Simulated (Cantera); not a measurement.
**Carbothermic reduction: TiO2 + CH4 + H2 + CO**

Charge: 1 mol TiO2, 1.2 mol CH4, 10 mol H2, 0.69 mol CO, held at 48.0 mbar.

Equilibrium computed with Cantera from the NASA thermochemical tables; the gas is ideal and each condensed phase is pure. Candidate condensed phases: C, C6H6, C7H8, C8H18, H2O, Ti, TiC, TiO, TiO2, Ti2O3, Ti3O5, Ti4O7; 113 gas species. Mutual solubility and eutectic melting of coexisting phases are not modelled. TiC, TiO: taken at fixed stoichiometry. Condensed phases not in the tables: Magnéli phases beyond Ti4O7, solid solutions among these carbides, nitrides and lower oxides. The numbers say what is thermodynamically allowed, not how fast it happens.

```
T (K)   x H2    x CO       x H     x CH4  n C(graphite)  n Ti4O7(s)  n Ti3O5(s)  n TiC(s)  n Ti2O3(s)  n TiO(s)  n TiO(l)
-----  -----  ------  --------  --------  -------------  ----------  ----------  --------  ----------  --------  --------
1123   0.928  0.0703   1.87e-7   0.00121          0.937       0.250           0         0           0         0         0
1198   0.923  0.0762   8.34e-7  0.000656          0.859           0       0.333         0           0         0         0
1273   0.888   0.112   3.07e-6  0.000320              0           0       0.225     0.324           0         0         0
1348   0.885   0.115   9.93e-6   8.76e-5              0           0           0     0.280       0.360         0         0
1423   0.885   0.115   2.85e-5   2.76e-5              0           0           0     0.280       0.360         0         0
1498   0.885   0.115   7.38e-5   9.76e-6              0           0           0     0.280       0.360         0         0
1573   0.885   0.115  0.000175   3.83e-6              0           0           0     0.281       0.360         0         0
1648   0.885   0.115  0.000382   1.64e-6              0           0           0     0.281       0.360         0         0
1723   0.884   0.115  0.000783   7.61e-7              0           0           0     0.281       0.360         0         0
1798   0.884   0.115   0.00151   3.77e-7              0           0           0     0.281       0.360         0         0
1873   0.871   0.126   0.00275   2.08e-7              0           0           0     0.101           0     0.899         0
1948   0.869   0.126   0.00481   1.27e-7              0           0           0     0.101           0     0.899         0
2023   0.866   0.126   0.00807   8.06e-8              0           0           0     0.101           0         0     0.899
```
x: gas mole fraction; n: condensed amount in mol.

At 1123 K the condensed part is C(graphite) + Ti4O7(s). At 1198 K the condensed part is C(graphite) + Ti3O5(s). At 1273 K the condensed part is TiC(s) + Ti3O5(s). From 1348 K to 1798 K the condensed part is TiC(s) + Ti2O3(s). From 1873 K to 1948 K the condensed part is TiC(s) + TiO(s). At 2023 K the condensed part is TiC(s) + TiO(l).
